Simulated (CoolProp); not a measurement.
Vapour-liquid equilibrium of n-octane (1) + m-xylene (2) at 1020 kPa; x and y are mole fractions of (1).

Computed with CoolProp (multi-fluid Helmholtz-energy mixture model, Beckmüller 2019 and Zhou 2012; pair parameters Bell 2016).

Give the bubble temperature and the first vapour's composition at x = 0.05, 0.35, 0.575. Is there an azeotrope?

x = 0.05: 251.0 °C, y = 0.062; x = 0.35: 244.9 °C, y = 0.398; x = 0.575: 241.2 °C, y = 0.619. No azeotrope shows between x = 0.05 and 0.95.

The pair parameters rest on a limited set of measurements; away from them the model extrapolates.
